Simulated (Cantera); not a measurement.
An adiabatic, constant-pressure homogeneous reactor starts with H₂ : O₂ : N₂ = 1 : 0.357 : 1.34 (molar parts), equivalence ratio 1.4, at 1775 K and 0.365 atm. Integrator tolerance rtol = 1e-08.

Model: the H2/O2 subset of GRI-Mech 3.0, which has no nitrogen chemistry, integrated in Cantera.

Q: What does this change do: initial temperature 1775 to 1250 K?

A: 
```json
[
 {"quantity": "time of steepest temperature rise", "before": "16.3 µs", "after": "96.0 µs"},
 {"quantity": "temperature at 0.600 s", "before": "2851 K", "after": "2711 K"},
 {"quantity": "equilibrium temperature", "before": "2851 K", "after": "2711 K"},
 {"quantity": "x(H₂) at 0.600 s", "before": "0.124 (gas-phase equilibrium 0.124)", "after": "0.121 (gas-phase equilibrium 0.121)"},
 {"quantity": "x(O₂) at 0.600 s", "before": "0.00671 (gas-phase equilibrium 0.00671)", "after": "0.00310 (gas-phase equilibrium 0.00310)"},
 {"quantity": "x(H₂O₂) at 0.600 s", "before": "1.59e-7 (gas-phase equilibrium 1.59e-7)", "after": "9.64e-8 (gas-phase equilibrium 9.64e-8)"},
 {"quantity": "x(H) at 0.600 s", "before": "0.0570 (gas-phase equilibrium 0.0570)", "after": "0.0340 (gas-phase equilibrium 0.0340)"},
 {"quantity": "x(OH) at 0.600 s", "before": "0.0313 (gas-phase equilibrium 0.0313)", "after": "0.0194 (gas-phase equilibrium 0.0194)"},
 {"quantity": "x(O) at 0.600 s", "before": "0.00895 (gas-phase equilibrium 0.00895)", "after": "0.00348 (gas-phase equilibrium 0.00348)"},
 {"quantity": "x(H₂O) at 0.600 s", "before": "0.233 (gas-phase equilibrium 0.233)", "after": "0.266 (gas-phase equilibrium 0.266)"}
]
```

Q: What does this change do: H2 1 to 1.3 parts?

A: 
| quantity | before | after |
|---|---|---|
| time of steepest temperature rise | 16.3 µs | 17.0 µs |
| temperature at 0.600 s | 2851 K | 2819 K |
| equilibrium temperature | 2851 K | 2819 K |
| x(H₂) at 0.600 s | 0.124 (gas-phase equilibrium 0.124) | 0.198 (gas-phase equilibrium 0.198) |
| x(O₂) at 0.600 s | 0.00671 (gas-phase equilibrium 0.00671) | 0.00200 (gas-phase equilibrium 0.00200) |
| x(H₂O₂) at 0.600 s | 1.59e-7 (gas-phase equilibrium 1.59e-7) | 8.03e-8 (gas-phase equilibrium 8.03e-8) |
| x(H) at 0.600 s | 0.0570 (gas-phase equilibrium 0.0570) | 0.0645 (gas-phase equilibrium 0.0645) |
| x(OH) at 0.600 s | 0.0313 (gas-phase equilibrium 0.0313) | 0.0212 (gas-phase equilibrium 0.0212) |
| x(O) at 0.600 s | 0.00895 (gas-phase equilibrium 0.00895) | 0.00433 (gas-phase equilibrium 0.00433) |
| x(H₂O) at 0.600 s | 0.233 (gas-phase equilibrium 0.233) | 0.228 (gas-phase equilibrium 0.228) |

Q: What does this change do: pressure from 0.365 atm to 3.36 atm?

A: 
| quantity | before | after |
|---|---|---|
| time of steepest temperature rise | 16.3 µs | 1.87 µs |
| temperature at 0.600 s | 2851 K | 3077 K |
| equilibrium temperature | 2851 K | 3077 K |
| x(H₂) at 0.600 s | 0.124 (gas-phase equilibrium 0.124) | 0.125 (gas-phase equilibrium 0.125) |
| x(O₂) at 0.600 s | 0.00671 (gas-phase equilibrium 0.00671) | 0.00405 (gas-phase equilibrium 0.00405) |
| x(H₂O₂) at 0.600 s | 1.59e-7 (gas-phase equilibrium 1.59e-7) | 5.73e-7 (gas-phase equilibrium 5.73e-7) |
| x(H) at 0.600 s | 0.0570 (gas-phase equilibrium 0.0570) | 0.0384 (gas-phase equilibrium 0.0384) |
| x(OH) at 0.600 s | 0.0313 (gas-phase equilibrium 0.0313) | 0.0272 (gas-phase equilibrium 0.0272) |
| x(O) at 0.600 s | 0.00895 (gas-phase equilibrium 0.00895) | 0.00508 (gas-phase equilibrium 0.00508) |
| x(H₂O) at 0.600 s | 0.233 (gas-phase equilibrium 0.233) | 0.252 (gas-phase equilibrium 0.252) |
The hydrogen kinetics of GRI-Mech 3.0 are dated; newer H2 mechanisms differ, most at raised pressure. Above 3000 K some thermodynamic fits are extrapolated.
